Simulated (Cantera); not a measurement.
A freely propagating, adiabatic, planar premixed flame of CH4 : C2H6 : C3H8 : O2 : N2 = 0.79 : 0.69 : 1.5 : 13.4 : 50.3 (molar parts), unburnt at 398 K and 720000 Pa; mixture-averaged transport, grid criteria slope 0.08 and curve 0.16, no radiation.

Model: GRI-Mech 3.0 (53 species, 325 reactions), integrated in Cantera. GRI-Mech 3.0 was tuned for natural gas; its chemistry of propane as a main component is partial and can be far from experiment. Burning velocities carry a grid error of a few per cent, more on coarse grids.

x: mole fraction of selected species; z is measured from the peak of heat release.

| z (mm) | T (K) | u (m/s) | x CH4 | x C2H6 | x C3H8 | x NO | x C2H4 | x CH3 |
|---|---|---|---|---|---|---|---|---|
| -0.244 | 398 | 0.335 | 0.0118 | 0.0103 | 0.0225 | <1e-8 | 4.00e-7 | <1e-8 |
| -0.163 | 402 | 0.338 | 0.0118 | 0.0103 | 0.0225 | <1e-8 | 8.18e-6 | <1e-8 |
| -0.122 | 414 | 0.348 | 0.0117 | 0.0103 | 0.0224 | <1e-8 | 4.19e-5 | <1e-8 |
| -0.0814 | 492 | 0.417 | 0.0111 | 0.00998 | 0.0221 | 4.80e-8 | 0.000388 | 1.52e-8 |
| -0.0407 | 901 | 0.777 | 0.00837 | 0.00717 | 0.0166 | 1.14e-6 | 0.00329 | 2.79e-5 |
| -0.0204 | (withheld) | 1.15 | (withheld) | (withheld) | (withheld) | (withheld) | (withheld) | (withheld) |
| 0 | (withheld) | 1.52 | (withheld) | (withheld) | (withheld) | (withheld) | (withheld) | (withheld) |
| 0.0204 | 1912 | 1.69 | 0.000125 | 2.66e-7 | 4.72e-8 | 1.32e-5 | 5.17e-5 | 4.85e-5 |
| 0.0407 | 1999 | 1.75 | 4.25e-6 | <1e-8 | <1e-8 | 1.73e-5 | 5.61e-7 | 1.86e-6 |
| 0.0814 | 2090 | 1.82 | <1e-8 | <1e-8 | <1e-8 | 2.28e-5 | <1e-8 | <1e-8 |
| 0.163 | 2160 | 1.87 | <1e-8 | <1e-8 | <1e-8 | 2.94e-5 | <1e-8 | <1e-8 |
| 0.326 | 2198 | 1.90 | <1e-8 | <1e-8 | <1e-8 | 3.67e-5 | <1e-8 | <1e-8 |
| 0.651 | 2211 | 1.91 | <1e-8 | <1e-8 | <1e-8 | 4.59e-5 | <1e-8 | <1e-8 |

Problem. Some entries are withheld; supply them.

Solution. 
- -0.0204, T (K): 1308
- -0.0204, x CH4: 0.00564
- -0.0204, x C2H6: 0.00336
- -0.0204, x C3H8: 0.00684
- -0.0204, x NO: 3.95e-6
- -0.0204, x C2H4: 0.00576
- -0.0204, x CH3: 0.000470
- 0, T (K): 1718
- 0, x CH4: 0.00186
- 0, x C2H6: 0.000206
- 0, x C3H8: 0.000193
- 0, x NO: 8.07e-6
- 0, x C2H4: 0.00213
- 0, x CH3: 0.000615
